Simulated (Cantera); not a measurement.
Input (Python, Cantera):

```python
import numpy as np
import cantera as ct

gas = ct.Solution("gri30.yaml")
gas.TPX = 473, 1000000, {'CH4': 1, 'O2': 1.82, 'N2': 7.45}
flame = ct.FreeFlame(gas, width=0.008)
flame.set_refine_criteria(ratio=3, slope=0.08, curve=0.16)
flame.transport_model = "mixture-averaged"
flame.solve(loglevel=0, auto=True)
flame.transport_model = "multicomponent"
flame.soret_enabled = False
flame.solve(loglevel=0, refine_grid=True)
z, T = flame.grid, flame.T
thick = (T[-1] - T[0]) / np.gradient(T, z).max()
show = ['CH4', 'O2', 'H2O', 'C2H6', 'CO2', 'OH']
print(f"laminar burning velocity  {flame.velocity[0] * 100:.3f} cm/s")
print(f"burnt temperature         {T[-1]:.1f} K")
print(f"thermal thickness         {thick * 1e3:.4f} mm")
print(f"grid points               {len(z)}")
z0 = z[flame.heat_release_rate.argmax()]
print(f"{'z/mm':>9s}{'T/K':>9s}{'u/(m/s)':>9s}" + "".join(f"{s:>11s}" for s in show))
rows = []
for k in (-3, -2, -1.5, -1, -0.5, -0.25, 0, 0.25, 0.5, 1, 2, 4, 8):
    zz = z0 + k * thick
    rows.append([k * thick, np.interp(zz, z, T), np.interp(zz, z, flame.velocity),
                 *(np.interp(zz, z, flame.X[gas.species_index(s)]) for s in show)])
    print(f"{rows[-1][0] * 1e3:9.3f}{rows[-1][1]:9.1f}{rows[-1][2]:9.3f}" + "".join(f"{x:11.3e}" for x in rows[-1][3:]))
```

Output:

```
laminar burning velocity  25.741 cm/s
burnt temperature         2260.7 K
thermal thickness         0.0947 mm
grid points               142
     z/mm      T/K  u/(m/s)        CH4         O2        H2O       C2H6        CO2         OH
   -0.284    474.1    0.258  9.718e-02  1.769e-01  1.945e-04  8.811e-08  2.621e-06  1.753e-12
   -0.189    480.8    0.262  9.663e-02  1.762e-01  1.226e-03  9.903e-07  2.711e-05  7.829e-11
   -0.142    507.4    0.278  9.492e-02  1.740e-01  4.894e-03  7.312e-06  1.828e-04  1.510e-09
   -0.095    647.5    0.357  8.661e-02  1.629e-01  2.198e-02  7.334e-05  1.629e-03  3.787e-08
   -0.047   1152.7    0.643  5.518e-02  1.170e-01  7.712e-02  5.617e-04  1.164e-02  3.415e-06
   -0.024   1571.5    0.881  2.754e-02  7.328e-02  1.206e-01  7.555e-04  2.443e-02  6.269e-05
    0.000   1962.2    1.102  4.554e-03  2.807e-02  1.594e-01  6.510e-05  4.282e-02  1.030e-03
    0.024   2116.4    1.183  1.410e-04  8.325e-03  1.723e-01  7.720e-08  5.846e-02  3.225e-03
    0.047   2167.8    1.208  2.990e-06  3.700e-03  1.748e-01  4.053e-11  6.556e-02  3.453e-03
    0.095   2212.7    1.229  6.810e-09  1.550e-03  1.771e-01  3.174e-16  6.936e-02  2.613e-03
    0.189   2241.9    1.244  4.814e-12  5.636e-04  1.792e-01  1.278e-16  7.070e-02  1.624e-03
    0.379   2255.6    1.251  1.221e-13  1.911e-04  1.803e-01  1.287e-19  7.120e-02  9.765e-04
    0.757   2260.1    1.253  1.524e-13  9.074e-05  1.806e-01  1.749e-18  7.136e-02  7.107e-04
```

Cantera simulation using GRI-Mech 3.0 (53 species, 325 reactions); the numbers are that mechanism's predictions, not measurements. Burning velocities carry a grid error of a few per cent, more on coarse grids.
